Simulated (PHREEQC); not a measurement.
Solution (92 °C): 0.05 mol CaCl2 per kg of water. Closed to the air; pH follows from the charge balance.

Computed with PHREEQC (ion-association model, wateq4f.dat).

```
quantity                  before   after
------------------------  ------  ------
pH                          6.17    5.14
ionic strength (mol/kgw)   0.150  0.0710
```

### Question
What was changed between the two runs?
A. CaCl2 from 0.05 to 0.1 mol/kgw
B. CaCl2 replaced by CdCl2 at the same molality
C. temperature from 92 to 45 °C
D. temperature from 92 to 50 °C
E. 0.016 mol/kgw H2SO4 added

### Answer
B, CaCl2 replaced by CdCl2 at the same molality

No solid was allowed to form. At this temperature some constants are extrapolated from 25 °C, and those without enthalpy data are left unchanged.
